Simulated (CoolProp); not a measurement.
Vapour pressure (MPa) of dimethyl carbonate: the reference equation beside estimates from Tc = 283.9 °C, pc = 4.909 MPa, ω = 0.346. Clausius-Clapeyron is anchored at 116.75 °C with a constant enthalpy of vaporisation of 32.11 kJ/mol.

The numbers come from the reference Helmholtz-energy equation of state, Zhou 2011 in CoolProp.

| T (°C) | reference | Lee-Kesler | Clausius-Clapeyron | van der Waals | Redlich-Kwong | Soave-Redlich-Kwong | Peng-Robinson |
|---|---|---|---|---|---|---|---|
| 66.05 | 0.04409 | 0.04236 | 0.05034 | 0.4643 | 0.1173 | 0.04268 | 0.04374 |
| 82.95 | 0.08022 | 0.07831 | 0.08642 | 0.6093 | 0.1900 | 0.07857 | 0.07965 |
| 99.85 | 0.1369 | 0.1354 | 0.1412 | 0.7819 | 0.2919 | 0.1355 | 0.1362 |
| 116.75 | 0.2212 | 0.2213 | 0.2212 | 0.9840 | 0.4292 | 0.2211 | 0.2208 |
| 133.65 | 0.3414 | 0.3444 | 0.3338 | 1.218 | 0.6080 | 0.3443 | 0.3421 |
| 150.55 | 0.5064 | 0.5142 | 0.4875 | 1.484 | 0.8341 | 0.5148 | 0.5097 |
| 167.45 | 0.7263 | 0.7405 | 0.6915 | 1.786 | 1.114 | 0.7434 | 0.7343 |
| 184.35 | 1.012 | 1.034 | 0.9558 | 2.123 | 1.452 | 1.042 | 1.028 |
| 201.35 | 1.379 | 1.410 | 1.293 | 2.501 | 1.857 | 1.425 | 1.405 |
| 218.25 | 1.836 | 1.876 | 1.711 | 2.915 | 2.329 | 1.900 | 1.876 |
| 235.15 | 2.402 | 2.450 | 2.222 | 3.369 | 2.876 | 2.485 | 2.458 |
| 252.05 | 3.100 | 3.152 | 2.837 | 3.864 | 3.502 | 3.192 | 3.167 |

Absolute difference from the reference over all 12 rows, mean and median: Lee-Kesler 1.8 and 2.0 %, Clausius-Clapeyron 5.9 and 5.9 %, van der Waals 278.3 and 169.5 %, Redlich-Kwong 70.3 and 59.0 %, Soave-Redlich-Kwong 2.3 and 2.7 %, Peng-Robinson 1.2 and 0.9 %.
